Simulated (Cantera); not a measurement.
An adiabatic, constant-pressure homogeneous reactor starts with CH4 : O2 : N2 : CO2 = 1 : 2 : 7.52 : 1.7 (molar parts), equivalence ratio 1.0, at 1350 K and 120000 Pa.

Model: GRI-Mech 3.0 (53 species, 325 reactions), integrated in Cantera.

Predict: time of steepest temperature rise; temperature at 5.00 s; equilibrium temperature; x(O2) at 5.00 s; x(CO2) at 5.00 s; x(N2O) at 5.00 s; x(NO2) at 5.00 s.


```json
{
  "time_of_steepest_temperature_rise": "7.04 ms",
  "temperature at 5.00 s": "2489 K",
  "equilibrium_temperature": "2489 K",
  "x(O2) at 5.00 s": "0.0180 (gas-phase equilibrium 0.0180)",
  "x(CO2) at 5.00 s": "0.174 (gas-phase equilibrium 0.174)",
  "x(N2O) at 5.00 s": "3.04e-7 (gas-phase equilibrium 3.04e-7)",
  "x(NO2) at 5.00 s": "1.66e-6 (gas-phase equilibrium 1.66e-6)"
}
```
